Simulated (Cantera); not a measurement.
What does this Cantera script print?

```python
import numpy as np
import cantera as ct

gas = ct.Solution("gri30.yaml")
gas.TPX = 1150, 2900000, {'C3H8': 1, 'O2': 2.38, 'N2': 8.95}
reactor = ct.IdealGasReactor(gas, energy="on", clone=False)
net = ct.ReactorNet([reactor])
net.rtol, net.atol = 1e-08, 1e-16
show = ['C3H8', 'O2', 'C2H4', 'N2O', 'CH3']
times = np.geomspace(1e-06, 0.3, 14)

steps = ct.SolutionArray(gas, extra=["t"])
rows = []
print(f"{'t/s':>10s}{'T/K':>9s}{'P/Pa':>11s}" + "".join(f"{s:>11s}" for s in show))
for t in times:
    while net.time < t:
        t_next = net.step()
        steps.append(gas.state, t=t_next)
    rows.append([np.interp(t, steps.t, y) for y in (steps.T, steps.P, *steps(*show).X.T)])
    print(f"{t:10.3e}{rows[-1][0]:9.1f}{rows[-1][1]:11.4g}" + "".join(f"{x:11.3e}" for x in rows[-1][2:]))
rate = np.gradient(steps.T, steps.t)
print("integrator steps:", len(steps.t))
if steps.T.max() > steps.T[0] + 200:
    print(f"time of steepest temperature rise: {steps.t[rate.argmax()]:.4e} s")
gas.TPX = 1150, 2900000, {'C3H8': 1, 'O2': 2.38, 'N2': 8.95}
gas.equilibrate("UV")
print(f"equilibrium (UV): T = {gas.T:.1f} K  " + "  ".join(f"{s} {gas[s].X[0]:.3e}" for s in show))
```

It prints:

```
       t/s      T/K       P/Pa       C3H8         O2       C2H4        N2O        CH3
 1.000e-06   1150.0    2.9e+06  8.110e-02  1.930e-01  1.649e-07  7.401e-15  1.657e-07
 2.638e-06   1150.0    2.9e+06  8.110e-02  1.930e-01  5.577e-07  5.401e-14  4.699e-07
 6.960e-06   1150.0    2.9e+06  8.110e-02  1.930e-01  2.229e-06  3.511e-13  1.417e-06
 1.836e-05   1150.0    2.9e+06  8.109e-02  1.930e-01  1.191e-05  1.905e-12  4.425e-06
 4.845e-05   1149.9    2.9e+06  8.103e-02  1.930e-01  6.721e-05  7.458e-12  8.936e-06
 1.278e-04   1149.9    2.9e+06  8.082e-02  1.929e-01  2.638e-04  2.321e-11  1.028e-05
 3.372e-04   1149.9  2.902e+06  8.017e-02  1.927e-01  8.607e-04  7.380e-11  1.138e-05
 8.896e-04   1151.0  2.911e+06  7.779e-02  1.916e-01  3.059e-03  3.041e-10  1.533e-05
 2.347e-03   2632.2  8.595e+06  1.488e-22  5.156e-07  3.001e-12  1.785e-08  2.081e-08
 6.192e-03   2632.3  8.596e+06  1.477e-22  5.159e-07  2.990e-12  1.656e-08  2.075e-08
 1.634e-02   2632.3  8.596e+06  1.477e-22  5.159e-07  2.990e-12  1.656e-08  2.075e-08
 4.310e-02   2632.3  8.596e+06  1.477e-22  5.159e-07  2.990e-12  1.656e-08  2.075e-08
 1.137e-01   2632.3  8.596e+06  1.477e-22  5.159e-07  2.990e-12  1.656e-08  2.075e-08
 3.000e-01   2632.3  8.596e+06  1.477e-22  5.159e-07  2.990e-12  1.656e-08  2.075e-08
integrator steps: 2605
time of steepest temperature rise: 1.7922e-03 s
equilibrium (UV): T = 2632.3 K  C3H8 1.823e-22  O2 5.159e-07  C2H4 3.272e-12  N2O 1.656e-08  CH3 2.276e-08
```

Cantera simulation using GRI-Mech 3.0 (53 species, 325 reactions); the numbers are that mechanism's predictions, not measurements. GRI-Mech 3.0 was tuned for natural gas; its chemistry of propane as a main component is partial and can be far from experiment. The pressure lies above the range GRI-Mech 3.0 was tuned for (to about 10 atm).
